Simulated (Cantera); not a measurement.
**Ignition delay**

Mixture: H2 : O2 : N2 = 1 : 0.98 : 5.29 (molar parts), equivalence ratio 0.51, at 8.20 bar, adiabatic and at constant volume. Ignition delay is the time to a rise of 400 K.

Cantera simulation using GRI-Mech 3.0 (53 species, 325 reactions); the numbers are that mechanism's predictions, not measurements. The hydrogen kinetics of GRI-Mech 3.0 are dated; newer H2 mechanisms differ, most at raised pressure. Below about 950 K walls govern HO2 and H2O2 in real vessels.

```tsv
T0 (K)	delay (ms)
900	201
950	52.0
1000	14.7
1050	4.35
1100	1.26
1150	0.300
1200	0.0367
1250	0.0116
```
